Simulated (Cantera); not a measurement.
Input: 1 mol HgO, 2.2 mol H₂, equilibrated at 1673 K and 0.000450 bar.

Equilibrium computed with Cantera from the NASA thermochemical tables; the gas is ideal and each condensed phase is pure. Equilibrium is a limit: real reactors are often held back by kinetics, nucleation or transport.

```json
[
 {"species": "H₂", "before": "0.373", "after": "0.375"},
 {"species": "Hg", "before": "0.312", "after": "0.312"},
 {"species": "H₂O", "before": "0.312", "after": "0.312"},
 {"species": "H", "before": "0.00328", "after": "0.000109"},
 {"species": "OH", "before": "0.000132", "after": "4.37e-6"}
]
```
Gas species are given as mole fractions.

Problem. What was changed between the two runs?
A. H₂ from 2.2 to 0.44 mol
B. H₂ from 2.2 to 0.43 mol
C. H₂ from 2.2 to 1.2 mol
D. pressure from 0.000450 bar to 0.410 bar

Solution. D, pressure from 0.000450 bar to 0.410 bar
